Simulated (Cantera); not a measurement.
A Cantera script and what it prints.

```python
import numpy as np
import cantera as ct

gas_names = """
    H HO2 H2 H2O H2O2 O OH O2 O3 Pb PbO Pb2
""".split()
cond_names = """
    H2O(s) H2O(L) Pb(cr) Pb(L) PbO(rd) PbO(yw) PbO(L) PbO2(s) Pb3O4(s)
""".split()


# ... load() reads the species with a 1 bar reference pressure and builds the phases ...
atoms = {
    'Pb': {'Pb': 1},
    'O2': {'O': 2},
    'H2': {'H': 2},
}
top_T = {'Pb3O4(s)': 820}  # K; cautious upper limits of use, not melting points


# ... equilibrate(T, P, feed) seeds the gas with the atoms and calls Mixture.equilibrate('TP', solver="vcs", rtol=1e-11, max_steps=5000) ...
results = []
feed = {'Pb': 1, 'O2': 0.57, 'H2': 41}  # mol
P = 280  # Pa
for T in [525, 600, 675, 750, 825, 900, 975]:
    mix = equilibrate(T, P, feed)
    results.append((T, P, feed, dict(zip(mix.species_names, mix.species_moles))))

top = {s: max(r[3][s] / sum(r[3][g] for g in gas_names) for r in results) for s in gas_names}
cols = sorted((s for s in top if top[s] > 0.0001), key=lambda s: -top[s])[:8]
seen = [c for c in cond_names if any(r[3].get(c, 0) > 1e-12 for r in results)]
print("log10 of partial pressures in bar; condensed amounts in mol")
print(f"{'T/K':>10s}" + "".join(f"{s[:9]:>10s}" for s in cols + seen))
for T, P, feed, n in results:
    ng = sum(n[g] for g in gas_names)
    print(f"{T:10.4g}" + "".join(f"{np.log10(max(n[s] / ng * P / 1e5, 1e-99)):10.3f}" for s in cols)
          + "".join(f"{n.get(c, 0):10.4g}" for c in seen))
```

Result:

```
log10 of partial pressures in bar; condensed amounts in mol
       T/K        H2       H2O        Pb    Pb(cr)     Pb(L)
       525    -2.565    -4.109   -13.691         1         0
       600    -2.565    -4.109   -11.287         1         0
       675    -2.565    -4.109    -9.471         0         1
       750    -2.565    -4.109    -8.023         0    0.9999
       825    -2.565    -4.109    -6.843         0    0.9979
       900    -2.565    -4.109    -5.864         0    0.9799
       975    -2.567    -4.110    -5.038         0    0.8653
```

Equilibrium computed with Cantera from the NASA thermochemical tables; the gas is ideal and each condensed phase is pure.
